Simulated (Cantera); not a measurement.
Feed: 1 mol CH3OH, 0.021 mol NH3, 0.53 mol N2, 0.38 mol H2, equilibrated at 1073.15 K and 1000 Pa.

Method: chemical equilibrium by Gibbs-energy minimisation in Cantera with the NASA 1993 tables (ideal gas, pure condensed phases). Candidate condensed phases: C, C6H6, C7H8, C8H18, H2O; 136 gas species. Equilibrium is a limit: real reactors are often held back by kinetics, nucleation or transport.

Base state: H2 0.610, CO 0.253, N2 0.137, H2O 0.000200, CH4 0.000171, CO2 8.97e-5 (mole fractions); condensed: C(graphite).

Task: What changes in the equilibrium state with this change: temperature from 1073.15 K to 1775 K?

Result: 
| species | before | after |
|---|---|---|
| H2 | 0.610 | 0.608 |
| CO | 0.253 | 0.253 |
| N2 | 0.137 | 0.137 |
| H | 1.10e-7 | 0.00226 |
| CH4 | 0.000171 | 5.71e-8 |
| CO2 | 8.97e-5 | 3.01e-6 |
| H2O | 0.000200 | 2.70e-5 |
| HCN | 4.46e-6 | 2.88e-5 |
| C(graphite), mol | 0.000453 | 0 |
